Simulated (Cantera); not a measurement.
A closed system holds: 1 mol Zr, 0.025 mol O2, 2.8 mol N2, equilibrated at 1527 °C and 2200 Pa.

These are equilibrium values from Cantera (NASA tables, ideal gas, pure condensed phases), not measurements of a reactor. Candidate condensed phases: Zr, ZrN, ZrO2; 13 gas species. Mutual solubility and eutectic melting of coexisting phases are not modelled. ZrN: taken at fixed stoichiometry. Condensed phases not in the tables: solid solutions among these carbides, nitrides and lower oxides. Kinetics and transport are ignored.

Base state: N2 1.00 (mole fractions); condensed: ZrN(s) + ZrO2(tetragonal).

Q: What changes in the equilibrium state with this change: 1.9 mol H2 added?

A: 
```
species                before    after
---------------------  ------  -------
N2                       1.00    0.549
H2                          0    0.450
H                           0  0.00162
H2O                         0  1.82e-5
ZrN(s), mol             0.975    0.975
ZrO2(tetragonal), mol  0.0250   0.0250
```
Further candidate phases: H2O.
